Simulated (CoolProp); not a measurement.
Vapour-liquid equilibrium of acetone (1) + p-xylene (2) at 0.0516 MPa; x and y are mole fractions of (1).

Computed with CoolProp (multi-fluid Helmholtz-energy mixture model, Lemmon 2006 and Zhou 2012; pair parameters Bell 2016).

Q: Give the bubble temperature and the first vapour's composition at x = 0.05, 0.45, 0.55. Is there an azeotrope?

A: x = 0.05: 93.4 °C, y = 0.519; x = 0.45: 51.6 °C, y = 0.937; x = 0.55: 48.5 °C, y = 0.952. No azeotrope shows between x = 0.05 and 0.95.

The pair parameters rest on a limited set of measurements; away from them the model extrapolates.
